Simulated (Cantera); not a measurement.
**Hydrocarbon pyrolysis for carbon deposition**

An isothermal, constant-pressure homogeneous reactor starts with C₂H₆ : N₂ = 1 : 2.2 (molar parts), at 1150 K and 100.0 Torr.

Detailed kinetics in Cantera: GRI-Mech 3.0 (53 species, 325 reactions). GRI-Mech 3.0 stops at C3 and has no aromatics, soot or wall deposition, so with more carbon than oxygen in the feed, carbon stays in small species such as C2H2 where larger ones or solid carbon would form.

```csv
t (s),x C₂H₆,x H,x CH₃,x CH₄,x C₂H,x H₂
8.00e-6,0.312,1.85e-10,6.16e-7,1.46e-8,<1e-12,6.80e-10
5.04e-5,0.312,7.00e-9,3.44e-6,5.33e-7,<1e-12,1.45e-7
0.000318,0.312,1.79e-7,1.13e-5,1.36e-5,<1e-12,2.63e-5
0.00201,0.310,1.33e-6,2.53e-5,0.000191,<1e-12,0.00172
0.0126,0.279,1.93e-6,3.58e-5,0.00245,1.17e-12,0.0234
0.0798,0.137,2.50e-6,2.55e-5,0.0152,6.81e-12,0.122
0.503,0.00487,1.68e-6,5.37e-6,0.0340,1.91e-11,0.222
3.17,0.00135,1.02e-6,3.06e-6,0.0383,2.68e-11,0.249
20.0,0.000922,8.38e-7,3.24e-6,0.0535,3.37e-11,0.265
```
x: mole fraction; the columns are a selection and need not sum to one.

Equilibrium at this temperature and pressure: C₂H₆ 0.000175, H 7.54e-8, CH₃ 2.15e-6, CH₄ 0.205, C₂H 4.30e-12, H₂ 0.135 (gas phase only).
